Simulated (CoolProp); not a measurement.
Model: reference Helmholtz-energy equation of state, Span 1996, in CoolProp.

**Question.** Give the vapour pressure (MPa), vapour Z, liquid viscosity (µPa s) of saturated carbon dioxide at -22.75, -17.25, -6.25 °C.

**Answer.** 
```
T (°C)  p (MPa)  vapour Z  liquid viscosity (µPa s)
------  -------  --------  ------------------------
-22.75     1.81     0.809                       146
-17.25     2.14     0.784                       134
-6.25      2.94     0.728                       112
```

Viscosity comes from a separate model (Laesecke 2017).
